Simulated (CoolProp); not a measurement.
Vapour pressure (kPa) of carbonyl sulfide: the reference equation beside estimates from Tc = 105.6 °C, pc = 6369 kPa, ω = 0.098.

The numbers come from the reference Helmholtz-energy equation of state, Lemmon 2006 in CoolProp. It is a short technical equation, of lower accuracy than the large ones.

```
T (°C)  reference  van der Waals  Peng-Robinson
------  ---------  -------------  -------------
-70.65      35.16          274.8          36.34
-68.15      40.52          297.0          41.76
-65.75      46.27          319.5          47.57
-63.25      52.94          344.2          54.28
-60.75      60.35          370.2          61.74
-58.35      68.21          396.4          69.64
-55.85      77.24          425.0          78.70
-53.45      86.78          453.8          88.26
-50.95      97.67          485.2          99.16
-48.45      109.6          518.0          111.1
-46.05      122.1          551.0          123.6
-43.55      136.3          586.8          137.7
```

Absolute difference from the reference over all 12 rows, mean and median: van der Waals 481.2 and 465.7 %, Peng-Robinson 2.1 and 2.0 %.
